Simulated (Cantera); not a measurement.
**Reactions in the system N-O-Ti**

Source: NASA polynomial tables (part measured, part estimated), evaluated in Cantera. Values are per mole of reaction as written; species without (g) are pure solids or liquids, kept so even where they would boil at 1 bar.

3 TiO₂ + N₂O(g) ⇌ Ti₃O₅ + 2 NO(g)

```json
[
 {"T (K)": "300", "ΔH° (kJ)": "476.0", "ΔS° (J/K)": "180.0", "ΔG° (kJ)": "422.0", "log10 K": "-73.48"},
 {"T (K)": "1000", "ΔH° (kJ)": "488.0", "ΔS° (J/K)": "209.8", "ΔG° (kJ)": "278.2", "log10 K": "-14.53"},
 {"T (K)": "1025", "ΔH° (kJ)": "487.9", "ΔS° (J/K)": "209.8", "ΔG° (kJ)": "272.9", "log10 K": "-13.91"},
 {"T (K)": "1050", "ΔH° (kJ)": "487.9", "ΔS° (J/K)": "209.7", "ΔG° (kJ)": "267.7", "log10 K": "-13.32"},
 {"T (K)": "1075", "ΔH° (kJ)": "487.9", "ΔS° (J/K)": "209.7", "ΔG° (kJ)": "262.4", "log10 K": "-12.75"},
 {"T (K)": "1100", "ΔH° (kJ)": "487.9", "ΔS° (J/K)": "209.7", "ΔG° (kJ)": "257.2", "log10 K": "-12.21"},
 {"T (K)": "1125", "ΔH° (kJ)": "487.9", "ΔS° (J/K)": "209.7", "ΔG° (kJ)": "251.9", "log10 K": "-11.70"}
]
```
